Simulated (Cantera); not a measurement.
Feed: 1 mol Si, 5 mol HCl, 63 mol N₂, equilibrated at 11.0 Pa.

Equilibrium computed with Cantera from the NASA thermochemical tables; the gas is ideal and each condensed phase is pure. Candidate condensed phases: NH₄Cl, Si, Si₃N₄; 28 gas species. N₂ is the only nitrogen source here; it is nearly inert below about 1500 K, so the nitride shown seldom forms there in practice. The numbers say what is thermodynamically allowed, not how fast it happens.

**Question.** What share of the Si ends up in condensed phases as a function of T (°C), at 252, 352, 452, 552, 652, 752, 852, 952, 1052?

**Answer.** 
```json
[
 {"T (°C)": "252", "Si condensed (%)": "43.4", "as": "Si₃N₄(s)"},
 {"T (°C)": "352", "Si condensed (%)": "56.2", "as": "Si₃N₄(s)"},
 {"T (°C)": "452", "Si condensed (%)": "64.3", "as": "Si₃N₄(s)"},
 {"T (°C)": "552", "Si condensed (%)": "69.7", "as": "Si₃N₄(s)"},
 {"T (°C)": "652", "Si condensed (%)": "73.4", "as": "Si₃N₄(s)"},
 {"T (°C)": "752", "Si condensed (%)": "75.6", "as": "Si₃N₄(s)"},
 {"T (°C)": "852", "Si condensed (%)": "72.8", "as": "Si₃N₄(s)"},
 {"T (°C)": "952", "Si condensed (%)": "47.9", "as": "Si₃N₄(s)"},
 {"T (°C)": "1052", "Si condensed (%)": "0.0", "as": "-"}
]
```
